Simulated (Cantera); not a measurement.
## Equilibrium for fluorocarbon and chlorocarbon gases: CHF3 + HCl + H2

Feed: 1 mol CHF3, 2.3 mol HCl, a varied amount of H2, held at 3350 K and 0.000570 bar.

These are equilibrium values from Cantera (NASA tables, ideal gas, pure condensed phases), not measurements of a reactor. Candidate condensed phases: C, C6H6, C7H8, C8H18; 118 gas species. Kinetics and transport are ignored.

From 0.24 mol H2 to 8.3 mol H2 nothing is condensed. The main C-bearing gas is C throughout.

```csv
n(H2) (mol),log p H,log p F,log p Cl,log p C,log p HF,log p C2
0.24,-3.69,-3.80,-3.87,-4.31,-4.76,-5.63
0.32,-3.68,-3.81,-3.88,-4.31,-4.76,-5.65
0.43,-3.66,-3.82,-3.88,-4.32,-4.76,-5.66
0.58,-3.64,-3.83,-3.90,-4.33,-4.75,-5.68
0.78,-3.62,-3.85,-3.91,-4.34,-4.75,-5.71
1,-3.60,-3.87,-3.93,-4.36,-4.74,-5.74
1.4,-3.56,-3.91,-3.96,-4.38,-4.74,-5.79
1.9,-3.53,-3.94,-3.99,-4.41,-4.75,-5.84
2.5,-3.50,-3.99,-4.03,-4.44,-4.76,-5.91
3.4,-3.46,-4.04,-4.08,-4.49,-4.78,-6.00
4.6,-3.43,-4.11,-4.14,-4.54,-4.81,-6.11
6.1,-3.40,-4.18,-4.21,-4.60,-4.85,-6.23
8.3,-3.37,-4.27,-4.29,-4.68,-4.91,-6.38
```
log p: log10 of the partial pressure in bar; nothing condenses.
